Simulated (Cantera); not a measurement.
# Fe₃O₄ + C + CO (carbothermic reduction)

Feed: 1 mol Fe₃O₄, 1.7 mol C, 2.3 mol CO, held at 13.3 mbar.

Equilibrium computed with Cantera from the NASA thermochemical tables; the gas is ideal and each condensed phase is pure. Candidate condensed phases: C, Fe, Fe(CO)₅, FeO, Fe₂O₃, Fe₃O₄; 15 gas species. Each liquid is taken as pure. Mutual solubility and eutectic melting of coexisting phases are not modelled. The tables' stoichiometric FeO is somewhat more stable than real wüstite, so its field is too wide. FeO: taken at fixed stoichiometry. The numbers say what is thermodynamically allowed, not how fast it happens.

```tsv
T (K)	x CO	x CO₂	x Fe	x FeO	n Fe(γ)	n FeO(s)	n Fe(δ)	n FeO(l)	n Fe(l)
1600	0.868	0.132	8.22e-5	2.25e-7	1.23	1.77	0	0	0
1675	0.875	0.125	0.000311	1.15e-6	0	0	1.20	1.80	0
1750	0.886	0.113	0.00105	4.84e-6	0	0	1.15	1.85	0
1825	0.893	0.104	0.00314	1.80e-5	0	0	0	1.88	1.10
1900	0.893	0.0981	0.00836	5.98e-5	0	0	0	1.90	1.06
1975	0.887	0.0924	0.0206	0.000181	0	0	0	1.92	0.993
2050	0.866	0.0859	0.0473	0.000501	0	0	0	1.94	0.863
```
x: gas mole fraction; n: condensed amount in mol.

At 1600 K the condensed part is Fe(γ) + FeO(s). From 1675 K to 1750 K the condensed part is Fe(δ) + FeO(l). From 1825 K to 2050 K the condensed part is Fe(l) + FeO(l). The main Fe-bearing gas is Fe throughout.
